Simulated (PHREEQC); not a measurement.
Make-up at 25 °C: 0.0041 mol/kgw HF, 6.6e-05 mol/kgw NH4F and 0.055 mol/kgw H2SiF6. Closed to the air; pH follows from the charge balance.

The numbers come from PHREEQC with the ion-association model, wateq4f.dat.

This is a speciation only: nothing precipitates in the calculation.

### Question
What pH, ionic strength does the model give?

### Answer
pH 1.06; ionic strength 0.162 mol/kgw.

### Question
In which forms is F present?

### Answer
SiF6-2 97 %, HF 2.9 % of the F.

The solution is supersaturated, for example in Quartz (slow to form), Chalcedony (slow to form), so a real one may precipitate; this is no full list. SiF6-2 is the database's only silicon fluoride.
